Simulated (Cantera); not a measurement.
Mixture: CH4 : H2 : O2 : N2 = 1 : 0.1 : 1.86 : 7.01 (molar parts), equivalence ratio 1.1, at 1500 Torr, adiabatic and at constant pressure. Ignition delay is the time to a rise of 400 K.

Model: GRI-Mech 3.0 (53 species, 325 reactions), integrated in Cantera.

Q: What does this change do: H2 0.1 to 0.058 parts?

A: 
| quantity | before | after |
|---|---|---|
| delay at 1300 K | 3.26 ms | 4.37 ms |
| delay at 1400 K | 1.17 ms | 1.48 ms |
| delay at 1500 K | 0.457 ms | 0.546 ms |
| delay at 1600 K | 0.197 ms | 0.226 ms |
| delay at 1700 K | 95.2 µs | 0.105 ms |
| delay at 1800 K | 50.6 µs | 54.5 µs |
| apparent activation energy between 1600 and 1800 K | 160 kJ/mol | 170 kJ/mol |
